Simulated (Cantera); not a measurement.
A closed system holds: 1 mol Si₃H₈, 520 mol H₂, 0.0053 mol Cl₂, held at 0.600 bar.

Method: chemical equilibrium by Gibbs-energy minimisation in Cantera with the NASA 1993 tables (ideal gas, pure condensed phases). Candidate condensed phases: Si; 19 gas species. The feed counts by its element totals alone. Kinetics and transport are ignored. All values below are at 1548 K.

Base state: H₂ 1.000, H 3.98e-5, HCl 2.02e-5 (mole fractions); condensed: Si(s).

Task: What changes in the equilibrium state with this change: Si₃H₈ replaced by SiH₂Cl₂?

Result: 
```
species      before    after
----------  -------  -------
H₂            1.000    0.996
HCl         2.02e-5  0.00375
SiCl₂       1.36e-9  4.71e-5
H           3.98e-5  3.97e-5
Si(s), mol     3.00    0.972
```

Task: What changes in the equilibrium state with this change: Cl₂ from 0.0053 to 0.51 mol?

Result: 
```json
[
 {"species": "H₂", "before": "1.000", "after": "0.998"},
 {"species": "HCl", "before": "2.02e-5", "after": "0.00192"},
 {"species": "H", "before": "3.98e-5", "after": "3.97e-5"},
 {"species": "SiCl₂", "before": "1.36e-9", "after": "1.23e-5"},
 {"species": "Si(s), mol", "before": "3.00", "after": "2.99"}
]
```
